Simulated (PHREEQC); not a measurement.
1 kg of water holding 0.095 mol/kgw K2SO4 and 0.011 mol/kgw KCl is evaporated at 75 °C; the solids stay in contact with the brine. No CO2 enters from the air. Only these solids could form: Arcanite, Misenite, Sylvite.

The series has 28 steps of water left (kg), from 1 to 0.005012.

All values are PHREEQC results (Pitzer model, pitzer.dat), not measurements.

Question: Which solids form, in which order, and at which step of the series does each first stand?

Answer: Arcanite from water left = 0.07809 kg.

Complexes and solids missing from the database can't appear. Away from 25 °C the constants follow the database's enthalpies or fits; those with neither stay at their 25 °C values.
